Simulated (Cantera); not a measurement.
A closed system holds: 1 mol SiCl4, 1.3 mol HCl, 13 mol H2, held at 100 Torr.

Cantera equilibrium calculation (NASA polynomials, part measured and part estimated; ideal gas, pure solids and liquids). Candidate condensed phases: Si; 19 gas species. The tables' values for SiCl3 are old estimates; treat these amounts as uncertain. Equilibrium is a limit: real reactors are often held back by kinetics, nucleation or transport.

x: gas mole fraction; nothing condenses.

| T (K) | x H2 | x HCl | x SiCl4 | x SiCl2 | x SiCl3 | x SiHCl3 |
|---|---|---|---|---|---|---|
| 500 | 0.850 | 0.0850 | 0.0654 | <1e-12 | <1e-12 | ? |
| 600 | 0.850 | 0.0850 | 0.0653 | <1e-12 | 1.69e-10 | ? |
| 700 | 0.850 | 0.0851 | 0.0652 | 3.75e-12 | 2.72e-8 | ? |
| 800 | 0.849 | 0.0856 | 0.0648 | 2.45e-9 | 1.20e-6 | ? |
| 900 | 0.848 | 0.0868 | 0.0636 | 3.57e-7 | 2.18e-5 | ? |
| 1000 | 0.845 | 0.0893 | 0.0610 | 1.76e-5 | 0.000211 | ? |
| 1100 | 0.840 | 0.0945 | 0.0562 | 0.000375 | 0.00123 | ? |
| 1200 | 0.828 | 0.107 | 0.0468 | 0.00361 | 0.00439 | ? |
| 1300 | 0.804 | 0.131 | 0.0312 | 0.0149 | 0.00887 | ? |
| 1400 | 0.775 | 0.162 | 0.0151 | 0.0319 | 0.0106 | ? |

Q: Complete the blanks.

A: 
- 500, x SiHCl3: 1.04e-6
- 600, x SiHCl3: 1.80e-5
- 700, x SiHCl3: 0.000133
- 800, x SiHCl3: 0.000581
- 900, x SiHCl3: 0.00176
- 1000, x SiHCl3: 0.00407
- 1100, x SiHCl3: 0.00737
- 1200, x SiHCl3: 0.00990
- 1300, x SiHCl3: 0.00871
- 1400, x SiHCl3: 0.00511
